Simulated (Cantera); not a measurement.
A perfectly stirred reactor is fed with CH₄ : CO₂ : H₂ = 1 : 3.4 : 0.83 (molar parts), at 1.00 atm; it is held at 1750 K, and followed from long to short residence time.

Computed with Cantera and GRI-Mech 3.0 (53 species, 325 reactions).

Problem. Predict: x(CH₄) at τ = 7.50 s; x(CO₂) at τ = 7.50 s; x(H₂) at τ = 7.50 s; x(C₂H₄) at τ = 7.50 s; x(HCO) at τ = 7.50 s; x(CH₄) at τ = 83.0 ms; x(CO₂) at τ = 83.0 ms; x(H₂) at τ = 83.0 ms; x(C₂H₄) at τ = 83.0 ms; x(HCO) at τ = 83.0 ms.

Solution. 
| Property | Result |
|---|---|
| x(CH₄) at τ = 7.50 s | 0.00263 |
| x(CO₂) at τ = 7.50 s | 0.139 |
| x(H₂) at τ = 7.50 s | 0.188 |
| x(C₂H₄) at τ = 7.50 s | 6.23e-6 |
| x(HCO) at τ = 7.50 s | 3.23e-8 |
| x(CH₄) at τ = 83.0 ms | 0.0281 |
| x(CO₂) at τ = 83.0 ms | 0.251 |
| x(H₂) at τ = 83.0 ms | 0.121 |
| x(C₂H₄) at τ = 83.0 ms | 0.000396 |
| x(HCO) at τ = 83.0 ms | 3.16e-8 |
